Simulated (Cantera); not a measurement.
Input (Python, Cantera):

```python
import numpy as np
import cantera as ct

gas = ct.Solution("h2o2.yaml")
gas.TPX = 900, 100000, {'H2': 0.32, 'O2': 1, 'N2': 14}
reactor = ct.IdealGasConstPressureReactor(gas, energy="off", clone=False)
net = ct.ReactorNet([reactor])
net.rtol, net.atol = 1e-08, 1e-18
show = ['H2', 'O2', 'H2O', 'OH', 'H2O2', 'HO2']
times = np.geomspace(0.0001, 60, 9)

steps = ct.SolutionArray(gas, extra=["t"])
rows = []
print(f"{'t/s':>10s}{'T/K':>9s}{'P/Pa':>11s}" + "".join(f"{s:>11s}" for s in show))
for t in times:
    while net.time < t:
        t_next = net.step()
        steps.append(gas.state, t=t_next)
    rows.append([np.interp(t, steps.t, y) for y in (steps.T, steps.P, *steps(*show).X.T)])
    print(f"{t:10.3e}{rows[-1][0]:9.1f}{rows[-1][1]:11.4g}" + "".join(f"{x:11.3e}" for x in rows[-1][2:]))
rate = np.gradient(steps.T, steps.t)
print("integrator steps:", len(steps.t))
if steps.T.max() > steps.T[0] + 200:
    print(f"time of steepest temperature rise: {steps.t[rate.argmax()]:.4e} s")
gas.TPX = 900, 100000, {'H2': 0.32, 'O2': 1, 'N2': 14}
gas.equilibrate("TP")
print(f"equilibrium (TP): T = {gas.T:.1f} K  " + "  ".join(f"{s} {gas[s].X[0]:.3e}" for s in show))
```

Result:

```
       t/s      T/K       P/Pa         H2         O2        H2O         OH       H2O2        HO2
 1.000e-04    900.0      1e+05  2.089e-02  6.527e-02  2.086e-12  1.395e-13  1.835e-15  9.873e-12
 5.276e-04    900.0      1e+05  2.089e-02  6.527e-02  2.371e-11  2.136e-13  7.241e-14  7.119e-11
 2.783e-03    900.0      1e+05  2.089e-02  6.527e-02  1.495e-10  2.213e-13  2.307e-12  4.103e-10
 1.468e-02    900.0      1e+05  2.089e-02  6.527e-02  8.894e-10  2.670e-13  6.560e-11  2.275e-09
 7.746e-02    900.0      1e+05  2.089e-02  6.527e-02  8.799e-09  8.124e-13  1.893e-09  1.599e-08
 4.086e-01    900.0      1e+05  2.089e-02  6.527e-02  1.725e-06  9.421e-11  4.887e-07  8.516e-07
 2.156e+00    900.0      1e+05  9.113e-03  5.964e-02  1.175e-02  5.574e-08  1.434e-04  1.269e-05
 1.137e+01    900.0      1e+05  1.511e-04  5.548e-02  2.095e-02  1.435e-08  9.047e-07  8.932e-07
 6.000e+01    900.0      1e+05  8.651e-06  5.541e-02  2.110e-02  2.015e-09  6.820e-09  7.671e-08
integrator steps: 1482
equilibrium (TP): T = 900.0 K  H2 2.887e-13  O2 5.541e-02  H2O 2.111e-02  OH 4.333e-09  H2O2 3.382e-12  HO2 2.665e-11
```

Cantera simulation using the H2/O2 subset of GRI-Mech 3.0, which has no nitrogen chemistry; the numbers are that mechanism's predictions, not measurements. Below about 950 K walls govern HO2 and H2O2 in real vessels.
